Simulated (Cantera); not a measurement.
A closed system holds: 1 mol MgCO3, 0.099 mol SO2, 1.8 mol CO2, equilibrated at 898.15 K and 3.90 bar.

Cantera equilibrium calculation (NASA polynomials, part measured and part estimated; ideal gas, pure solids and liquids). Candidate condensed phases: C, Mg, MgCO3, MgO, MgS, MgSO4, S; 26 gas species. Kinetics and transport are ignored.

Base state: CO2 0.966, SO2 0.0341 (mole fractions); condensed: MgO(s) + MgSO4(s).

Question: What changes in the equilibrium state with this change: 0.063 mol CH4 added?

Answer: 
```csv
species,before,after
CO2,0.966,0.942
H2O,0,0.0289
H2S,0,0.0128
SO2,0.0341,0.00158
S2,<1e-9,0.00631
COS,7.67e-9,0.00573
"MgO(s), mol",1.000,1.00
"MgSO4(s), mol",2.89e-5,0
```
Gases not in the tables: S3 to S7. Further candidate phases: C6H6, C7H8, C8H18, H2O, H2SO4, Mg(OH)2.
